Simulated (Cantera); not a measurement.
A closed system holds: 1 mol PbO, 3.6 mol C, 0.82 mol H2, equilibrated at 21.0 Pa.

These are equilibrium values from Cantera (NASA tables, ideal gas, pure condensed phases), not measurements of a reactor. Candidate condensed phases: C, C6H6, C7H8, C8H18, H2O, Pb, PbO, PbO2, Pb3O4; 113 gas species. The numbers say what is thermodynamically allowed, not how fast it happens. All values below are at 2048 K.

Base state: CO 0.341, Pb 0.341, H2 0.242, H 0.0759, C2H2 (acetylene) 0.000253 (mole fractions); condensed: C(graphite).

What changes in the equilibrium state with this change: PbO replaced by Cu2O?


```tsv
species	before	after
Cu	0	0.507
CO	0.341	0.253
H2	0.242	0.175
Pb	0.341	0
H	0.0759	0.0647
Cu2	0	3.92e-5
C2H2 (acetylene)	0.000253	0.000184
C(graphite), mol	2.60	2.60
```
Further candidate phases: Cu, CuO, Cu(OH)2, Cu2O.
